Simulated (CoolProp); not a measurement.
The numbers come from the reference Helmholtz-energy equation of state, Lemmon 2005 in CoolProp. It is a short technical equation, of lower accuracy than the large ones.

For trans-2-butene, give the phase and the Z, cp (kJ/(kg K)), isothermal compressibility (1/MPa), fugacity coefficient at 1.35 °C and 0.548 MPa; 1.35 °C and 0.913 MPa; 1.35 °C and 1.28 MPa.


- 1.35 °C and 0.548 MPa: liquid; Z 0.0215, cp 2.22, isothermal compressibility 0.00207, fugacity coefficient 0.184
- 1.35 °C and 0.913 MPa: liquid; Z 0.0358, cp 2.22, isothermal compressibility 0.00205, fugacity coefficient 0.112
- 1.35 °C and 1.28 MPa: liquid; Z 0.0501, cp 2.22, isothermal compressibility 0.00204, fugacity coefficient 0.0809
